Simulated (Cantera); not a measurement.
A perfectly stirred reactor is fed with 84.0 % CH4, 16.0 % H2O, at 5.00 bar; it is held at 2175 K, and followed from long to short residence time.

Computed with Cantera and GRI-Mech 3.0 (53 species, 325 reactions). GRI-Mech 3.0 stops at C3 and has no aromatics, soot or wall deposition, so with more carbon than oxygen in the feed, carbon stays in small species such as C2H2 where larger ones or solid carbon would form.

**Question.** Predict: x(CH4) at τ = 2.20 s; x(H2O) at τ = 2.20 s; x(CO2) at τ = 2.20 s; x(CO) at τ = 2.20 s; x(CH4) at τ = 0.110 s; x(H2O) at τ = 0.110 s; x(CO2) at τ = 0.110 s; x(CO) at τ = 0.110 s.

**Answer.** 
- x(CH4) at τ = 2.20 s = 0.00771
- x(H2O) at τ = 2.20 s = 5.37e-5
- x(CO2) at τ = 2.20 s = 1.11e-6
- x(CO) at τ = 2.20 s = 0.0806
- x(CH4) at τ = 0.110 s = 0.00928
- x(H2O) at τ = 0.110 s = 0.00102
- x(CO2) at τ = 0.110 s = 2.10e-5
- x(CO) at τ = 0.110 s = 0.0798
